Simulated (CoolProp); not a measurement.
Vapour-liquid equilibrium of n-pentane (1) + benzene (2) at 9.78 bar; x and y are mole fractions of (1).

Values from CoolProp's multi-fluid Helmholtz-energy mixture model, Thol 2019 and Thol 2012; pair parameters Bell 2016.

```
x     bubble temperature (°C)  y at the bubble point  dew temperature at overall composition x (°C)  liquid density (mol/L)
----  -----------------------  ---------------------  ---------------------------------------------  ----------------------
0.05                    171.4                  0.127                                          175.0                   8.795
0.2                     157.8                  0.396                                          167.9                   8.546
0.35                    148.2                  0.567                                          160.2                   8.254
0.5                     140.9                  0.692                                          152.0                   7.949
0.65                    134.9                  0.793                                          143.3                   7.645
0.8                     129.8                  0.884                                          134.5                   7.353
0.95                    125.2                  0.971                                          126.3                   7.075
```

No azeotrope shows between x = 0.05 and 0.95.

The pair parameters rest on a limited set of measurements; away from them the model extrapolates.
